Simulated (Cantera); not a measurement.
Low-pressure radical oxidation in H2/O2

An isothermal, constant-pressure homogeneous reactor starts with H2 : O2 = 0.026 : 1 (molar parts), equivalence ratio 0.013, at 1448 K and 0.900 Torr.

Cantera simulation using GRI-Mech 3.0 (53 species, 325 reactions); the numbers are that mechanism's predictions, not measurements. Radical loss at walls, strong at low pressure, is not modelled.

```
t (s)         x H2   x O2    x HO2    x H2O     x OH
--------  --------  -----  -------  -------  -------
0.000500    0.0253  0.975  4.94e-8  6.08e-9  3.21e-8
0.00116     0.0253  0.975  1.15e-7  5.20e-8  1.15e-7
0.00271     0.0253  0.975  2.67e-7  4.97e-7  5.49e-7
0.00630     0.0253  0.975  6.14e-7  1.07e-5  8.11e-6
0.0147      0.0207  0.971  2.21e-7  0.00332  0.00218
0.0341    0.000256  0.951  8.03e-8   0.0225  0.00363
0.0794    0.000234  0.951  7.92e-8   0.0226  0.00356
0.185     0.000233  0.951  7.90e-8   0.0226  0.00355
0.430     0.000231  0.952  7.87e-8   0.0226  0.00353
1.00      0.000226  0.952  7.80e-8   0.0226  0.00350
```
x: mole fraction; the columns are a selection and need not sum to one.

Equilibrium at this temperature and pressure: H2 6.93e-7, O2 0.974, HO2 3.93e-8, H2O 0.0256, OH 0.000196 (gas phase only).
